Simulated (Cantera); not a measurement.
# Ignition delay

Mixture: CH₃OH : O₂ : N₂ : CO₂ = 1 : 2.63 : 15.3 : 1.7 (molar parts), equivalence ratio 0.57, at 7.80 bar, adiabatic and at constant pressure. Ignition delay is the time to a rise of 400 K.

Detailed kinetics in Cantera: GRI-Mech 3.0 (53 species, 325 reactions). GRI-Mech 3.0 was tuned for natural gas; its chemistry of methanol as a main component is partial and can be far from experiment.

```json
[
 {"T0 (K)": "1098", "delay (ms)": "15.1"},
 {"T0 (K)": "1173", "delay (ms)": "3.68"},
 {"T0 (K)": "1248", "delay (ms)": "1.09"},
 {"T0 (K)": "1323", "delay (ms)": "0.383"},
 {"T0 (K)": "1398", "delay (ms)": "0.157"},
 {"T0 (K)": "1473", "delay (ms)": "0.0740"}
]
```

```yaml
apparent activation energy between 1323 and 1473 K: 180 kJ/mol
```
